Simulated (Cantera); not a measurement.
Feed: 1 mol Fe(CO)5, a varied amount of H2, equilibrated at 923.15 K and 2.50 mbar.

Method: chemical equilibrium by Gibbs-energy minimisation in Cantera with the NASA 1993 tables (ideal gas, pure condensed phases). Candidate condensed phases: C, C6H6, C7H8, C8H18, Fe, Fe(CO)5, FeO, Fe(OH)2, Fe(OH)3, Fe2O3, Fe3O4, H2O; 114 gas species. Condensed phases not in the tables: cementite and carbon dissolved in iron. Kinetics and transport are ignored.

log p: log10 of the partial pressure in bar; n: condensed amount in mol.

```csv
n(H2) (mol),log p H2,log p CO,log p CO2,log p H2O,log p CH4,log p H,n C(graphite),n Fe(α)
7.4,-2.83,-3.00,-5.50,-5.64,-6.29,-11.02,0.0244,1.00
9,-2.79,-3.05,-5.61,-5.66,-6.22,-11.01,0.0228,1.00
11,-2.76,-3.11,-5.72,-5.69,-6.16,-10.99,___,1.00
13,-2.74,-3.16,-5.82,-5.72,-6.12,-10.98,___,1.00
16,-2.72,-3.23,-5.96,-5.76,-6.07,-10.97,___,1.00
19,-2.70,-3.29,-6.07,-5.80,-6.04,-10.96,___,1.00
23,-2.69,-3.35,-6.21,-5.85,-6.01,-10.95,___,1.00
27,-2.68,-3.41,-6.32,-5.90,-5.99,-10.95,___,1.00
33,-2.66,-3.48,-6.47,-5.96,-5.96,-10.94,___,1.00
40,-2.65,-3.56,-6.62,-6.02,-5.94,-10.94,___,1.00
48,-2.65,-3.63,-6.72,-6.05,-5.96,-10.93,0,1.00
58,-2.64,-3.70,-6.82,-6.07,-6.00,-10.93,0,1.00
70,-2.63,-3.78,-6.93,-6.09,-6.03,-10.93,0,1.00
```

Question: Fill in the missing entries.

Answer: 
- 11, n C(graphite): 0.0209
- 13, n C(graphite): 0.0191
- 16, n C(graphite): 0.0167
- 19, n C(graphite): 0.0145
- 23, n C(graphite): 0.0117
- 27, n C(graphite): 0.00902
- 33, n C(graphite): 0.00514
- 40, n C(graphite): 0.000742
